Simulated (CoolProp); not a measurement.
Vapour-liquid equilibrium of dimethyl carbonate (1) + n-octane (2) at 497.5 K; x and y are mole fractions of (1).

Computed with CoolProp (multi-fluid Helmholtz-energy mixture model, Zhou 2011 and Beckmüller 2019; pair parameters Bell 2016).

| x | bubble pressure (kPa) | y at the bubble point | dew pressure at overall composition x (kPa) | liquid density (mol/L) |
|---|---|---|---|---|
| 0.05 | 977.5 | 0.138 | 893.8 | 4.434 |
| 0.15 | 1207 | 0.327 | 990.3 | 4.601 |
| 0.25 | 1403 | 0.452 | 1104 | 4.788 |
| 0.35 | 1567 | 0.542 | 1240 | 5.004 |
| 0.45 | 1704 | 0.614 | 1400 | 5.262 |
| 0.55 | 1816 | 0.678 | 1582 | 5.575 |
| 0.65 | 1907 | 0.737 | 1768 | 5.965 |
| 0.75 | 1977 | 0.798 | 1924 | 6.450 |
| 0.85 | 2022 | 0.866 | 2014 | 7.053 |
| 0.95 | 2036 | 0.949 | 2036 | 7.793 |

y crosses x between x = 0.85 and 0.95: the model has an azeotrope there.

Pair parameters are fitted to limited data, so mixtures are less certain than the pure fluids.
